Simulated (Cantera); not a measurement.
A closed system holds: 1 mol Fe2O3, 78 mol HCl, 3.3 mol H2, equilibrated at 625 K and 390 Torr.

Method: chemical equilibrium by Gibbs-energy minimisation in Cantera with the NASA 1993 tables (ideal gas, pure condensed phases). Candidate condensed phases: Fe, FeCl2, FeCl3, FeO, Fe(OH)2, Fe(OH)3, Fe2O3, Fe3O4, H2O; 22 gas species. Condensed phases not in the tables: FeOCl. Equilibrium is a limit: real reactors are often held back by kinetics, nucleation or transport.

Base state: HCl 0.933, H2O 0.0378, H2 0.0290 (mole fractions); condensed: FeCl2(s).

What changes in the equilibrium state with this change: Fe2O3 replaced by Al2O3?


```json
[
 {"species": "HCl", "before": "0.933", "after": "0.959"},
 {"species": "H2", "before": "0.0290", "after": "0.0406"},
 {"species": "H2O", "before": "0.0378", "after": "4.00e-6"},
 {"species": "FeCl2(s), mol", "before": "2.00", "after": "0"},
 {"species": "Al2O3(s), mol", "before": "0", "after": "1.000"}
]
```
Condensed phases not in the tables: AlOCl. Further candidate phases: Al, AlCl3, Al2O3.

What changes in the equilibrium state with this change: temperature from 625 K to 1575 K?


```json
[
 {"species": "HCl", "before": "0.933", "after": "0.910"},
 {"species": "H2O", "before": "0.0378", "after": "0.0369"},
 {"species": "H2", "before": "0.0290", "after": "0.0284"},
 {"species": "FeCl2", "before": "5.53e-8", "after": "0.0245"},
 {"species": "Cl", "before": "<1e-9", "after": "0.000247"},
 {"species": "FeCl3", "before": "1.14e-9", "after": "7.39e-5"},
 {"species": "FeCl2(s), mol", "before": "2.00", "after": "0"}
]
```

What changes in the equilibrium state with this change: temperature from 625 K to 1900 K?


```tsv
species	before	after
HCl	0.933	0.904
H2O	0.0378	0.0368
H2	0.0290	0.0304
FeCl2	5.53e-8	0.0245
Cl	<1e-9	0.00431
H	<1e-9	0.000192
FeCl3	1.14e-9	5.83e-5
Cl2	<1e-9	3.96e-5
OH	<1e-9	1.91e-5
FeCl2(s), mol	2.00	0
```
